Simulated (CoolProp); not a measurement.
The fluid at 293.15 K and 0.492 MPa flows at 1.3 m/s in a round tube of 25 mm bore and 15 µm roughness, fully developed (64/Re and Nu = 3.66 if laminar; Colebrook and Gnielinski if turbulent). The same conditions are run with several fluids, on thermodynamics alone (safety and materials aside).

Computed with CoolProp (reference Helmholtz-energy equation of state of each fluid (ethane: Bücker 2006; normal hydrogen: Leachman 2009; R22: Kamei 1995; carbon dioxide: Span 1996; R125: Lemmon 2005)).

| fluid | Reynolds number | Darcy friction factor | pressure drop (Pa/m) | heat-transfer coefficient (W/(m² K)) | mass flow (kg/h) |
|---|---|---|---|---|---|
| ethane | 22100 | 0.0266 | 5.68 | ? | 14.5 |
| normal hydrogen | 1500 | 0.0427 | ? | 26.9 | 0.932 |
| R22 | 45400 | 0.0232 | 14.9 | ? | 43.6 |
| carbon dioxide | 20200 | 0.0271 | 8.36 | 37.7 | 21.0 |
| R125 | 67200 | 0.0219 | ? | 86.5 | 60.7 |

**Question.** Complete the blanks.

**Answer.** 
- ethane, heat-transfer coefficient (W/(m² K)): 51.9
- normal hydrogen, pressure drop (Pa/m): 0.586
- R22, heat-transfer coefficient (W/(m² K)): 54.1
- R125, pressure drop (Pa/m): 19.5

Transport values come from each fluid's own correlations; those of R22 are estimates that may be off by 10 % or more.
